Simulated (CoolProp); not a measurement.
Vapour pressure (MPa) of n-perfluorohexane: the reference equation beside estimates from Tc = 448.0 K, pc = 1.742 MPa, ω = 0.497. Clausius-Clapeyron is anchored at 231.2 K with a constant enthalpy of vaporisation of 37.09 kJ/mol.

Computed with CoolProp (reference Helmholtz-energy equation of state, Gao 2022).

```csv
T (K),reference,Clausius-Clapeyron,van der Waals,Redlich-Kwong,Soave-Redlich-Kwong,Peng-Robinson
231.2,0.0005040,0.0005040,0.05978,0.006034,0.0005221,0.0005870
248.6,0.001900,0.001945,0.09492,0.01494,0.001926,0.002089
265.9,0.005736,0.006250,0.1421,0.03179,0.005749,0.006070
283.3,0.01470,0.01751,0.2036,0.06065,0.01466,0.01516
300.6,0.03271,0.04333,0.2803,0.1054,0.03262,0.03321
318,0.06554,0.09760,0.3747,0.1711,0.06554,0.06596
335.3,0.1198,0.2012,0.4870,0.2614,0.1203,0.1201
352.7,0.2043,0.3879,0.6197,0.3817,0.2064,0.2049
370,0.3276,0.7007,0.7724,0.5349,0.3330,0.3294
387.4,0.5020,1.204,0.9478,0.7267,0.5129,0.5068
404.7,0.7381,1.970,1.145,0.9586,0.7566,0.7483
422.1,1.055,3.103,1.366,1.237,1.081,1.072
```

Absolute difference from the reference over all 12 rows, mean and median: Clausius-Clapeyron 73.7 and 58.4 %, van der Waals 1863.9 and 389.1 %, Redlich-Kwong 274.5 and 139.6 %, Soave-Redlich-Kwong 1.3 and 1.2 %, Peng-Robinson 3.5 and 1.5 %.
